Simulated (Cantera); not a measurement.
**Premixed flame**

A freely propagating, adiabatic, planar premixed flame of CO : H2 : CH4 : O2 : N2 = 1 : 0.45 : 0.38 : 1.65 : 8.09 (molar parts), equivalence ratio 0.90, unburnt at 300 K and 8.00 bar; mixture-averaged transport, grid criteria slope 0.08 and curve 0.16, no radiation.

Model: GRI-Mech 3.0 (53 species, 325 reactions), integrated in Cantera. Burning velocities carry a grid error of a few per cent, more on coarse grids.

```json
[
 {"z (mm)": "-0.372", "T (K)": "300", "u (m/s)": "0.143", "x CO": "0.0865", "x H2": "0.0379", "x CH4": "0.0329", "x H2O": "1.16e-5", "x NO": "<1e-8", "x O": "<1e-8"},
 {"z (mm)": "-0.248", "T (K)": "303", "u (m/s)": "0.144", "x CO": "0.0867", "x H2": "0.0352", "x CH4": "0.0329", "x H2O": "0.000232", "x NO": "<1e-8", "x O": "<1e-8"},
 {"z (mm)": "-0.186", "T (K)": "316", "u (m/s)": "0.149", "x CO": "0.0868", "x H2": "0.0316", "x CH4": "0.0327", "x H2O": "0.00136", "x NO": "<1e-8", "x O": "<1e-8"},
 {"z (mm)": "-0.124", "T (K)": "403", "u (m/s)": "0.190", "x CO": "0.0854", "x H2": "0.0246", "x CH4": "0.0309", "x H2O": "0.00916", "x NO": "1.77e-8", "x O": "<1e-8"},
 {"z (mm)": "-0.0621", "T (K)": "812", "u (m/s)": "0.379", "x CO": "0.0752", "x H2": "0.0146", "x CH4": "0.0211", "x H2O": "0.0414", "x NO": "6.81e-7", "x O": "1.18e-7"},
 {"z (mm)": "-0.0310", "T (K)": "1199", "u (m/s)": "0.556", "x CO": "0.0633", "x H2": "0.00966", "x CH4": "0.0112", "x H2O": "0.0687", "x NO": "3.17e-6", "x O": "1.69e-5"},
 {"z (mm)": "0", "T (K)": "1591", "u (m/s)": "0.729", "x CO": "0.0455", "x H2": "0.00520", "x CH4": "0.00187", "x H2O": "0.0942", "x NO": "6.40e-6", "x O": "0.000374"},
 {"z (mm)": "0.0310", "T (K)": "1788", "u (m/s)": "0.810", "x CO": "0.0258", "x H2": "0.00258", "x CH4": "4.60e-5", "x H2O": "0.103", "x NO": "9.55e-6", "x O": "0.000898"},
 {"z (mm)": "0.0621", "T (K)": "1875", "u (m/s)": "0.844", "x CO": "0.0153", "x H2": "0.00184", "x CH4": "7.41e-7", "x H2O": "0.105", "x NO": "1.18e-5", "x O": "0.000748"},
 {"z (mm)": "0.124", "T (K)": "1951", "u (m/s)": "0.874", "x CO": "0.00762", "x H2": "0.00113", "x CH4": "<1e-8", "x H2O": "0.107", "x NO": "1.43e-5", "x O": "0.000404"},
 {"z (mm)": "0.248", "T (K)": "1996", "u (m/s)": "0.892", "x CO": "0.00335", "x H2": "0.000530", "x CH4": "<1e-8", "x H2O": "0.109", "x NO": "1.65e-5", "x O": "0.000167"},
 {"z (mm)": "0.496", "T (K)": "2017", "u (m/s)": "0.900", "x CO": "0.00134", "x H2": "0.000222", "x CH4": "<1e-8", "x H2O": "0.110", "x NO": "1.83e-5", "x O": "6.94e-5"},
 {"z (mm)": "0.993", "T (K)": "2024", "u (m/s)": "0.903", "x CO": "0.000691", "x H2": "0.000124", "x CH4": "<1e-8", "x H2O": "0.110", "x NO": "2.00e-5", "x O": "4.16e-5"}
]
```
x: mole fraction of selected species; z is measured from the peak of heat release.

| Item | Result |
|---|---|
| laminar burning velocity | 14.3 cm/s |
| thermal thickness | 0.124 mm |
| peak x(O) | 0.000900 |
| grid points | 137 |
